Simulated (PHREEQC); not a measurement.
A solution holds 0.0055 mol CdCl2 and 0.0024 mol ZnCl2 per kg of water, at 25 °C. Closed to the air; pH follows from the charge balance.

Equilibrium calculation in PHREEQC: ion-association model, wateq4f.dat.

Precipitation was switched off in this run.

### Question
Order these Cd species by the share of Cd that they hold, largest first: Cd+2, CdCl+, CdCl2.

### Answer
Cd+2 (57 %), CdCl+ (42 %), CdCl2 (1.7 %)

The pH is 5.76 and the ionic strength 0.0187 mol/kgw.
